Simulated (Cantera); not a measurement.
Charge: 1 mol BF3, 0.45 mol H2O, equilibrated at 0.668 Torr.

Method: chemical equilibrium by Gibbs-energy minimisation in Cantera with the NASA 1993 tables (ideal gas, pure condensed phases). Candidate condensed phases: B, B2O3, B3O3H3, H2O; 43 gas species. Equilibrium is a limit: real reactors are often held back by kinetics, nucleation or transport.

Task: At 827 °C, list the 5 most abundant gas species with their mole fractions, and the condensed phases.

Result: BF3 0.434, HF 0.398, H2O 0.0831, B3O3F3 0.0519, BOF 0.0307. Condensed: B2O3(l).
